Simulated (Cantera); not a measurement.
Input: 1 mol H₂S, 0.086 mol O₂, 25 mol N₂, held at 0.100 bar.

Method: chemical equilibrium by Gibbs-energy minimisation in Cantera with the NASA 1993 tables (ideal gas, pure condensed phases). Candidate condensed phases: H₂O, H₂SO₄, S; 35 gas species. Kinetics and transport are ignored. All values below are at 3098 K.

Base state: N₂ 0.898, H 0.0561, S 0.0308, H₂ 0.00705, SO 0.00247, O 0.00234, S₂ 0.000852, SH 0.000835 (mole fractions); condensed: gas only.

Task: What changes in the equilibrium state with this change: H₂S replaced by HCl?

Result: 
| species | before | after |
|---|---|---|
| N₂ | 0.898 | 0.925 |
| Cl | 0 | 0.0338 |
| H | 0.0561 | 0.0293 |
| S | 0.0308 | 0 |
| HCl | 0 | 0.00327 |
| SO | 0.00247 | 0 |
| S₂ | 0.000852 | 0 |
| SH | 0.000835 | 0 |
Further candidate phases: NH₄Cl.

Task: What changes in the equilibrium state with this change: H₂S replaced by SO₂?

Result: 
```tsv
species	before	after
N₂	0.898	0.915
O	0.00234	0.0350
SO	0.00247	0.0175
H	0.0561	0
S	0.0308	0.0146
H₂	0.00705	0
SH	0.000835	0
OH	0.000485	0
H₂O	0.000170	0
O₂	2.22e-5	0.00498
```

Task: What changes in the equilibrium state with this change: N₂ from 25 to 0.17 mol?

Result: 
```
species    before     after
-------  --------  --------
H          0.0561     0.316
S          0.0308     0.235
H₂        0.00705     0.223
N₂          0.898    0.0704
H₂O      0.000170    0.0124
S₂       0.000852    0.0493
SH       0.000835    0.0358
SO        0.00247    0.0434
H₂S       5.60e-6   0.00135
S₂O       7.28e-7   9.72e-5
SO₂       4.03e-5   0.00163
OH       0.000485   0.00629
O₂        2.22e-5  0.000118
```
